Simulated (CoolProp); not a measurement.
Values from CoolProp's reference Helmholtz-energy equation of state, Lemmon 2013.

Q: Give the vapour pressure (MPa), enthalpy of vaporisation (kJ/kg), liquid cp (kJ/(kg K)), surface tension (mN/m) of saturated propylene at 8.25, 44.75 °C.

A: 
```csv
T (°C),p (MPa),enthalpy of vaporisation (kJ/kg),liquid cp (kJ/(kg K)),surface tension (mN/m)
8.25,0.742,365,2.51,9.09
44.75,1.83,292,2.97,4.56
```

Surface tension comes from a separate correlation (Mulero 2012).
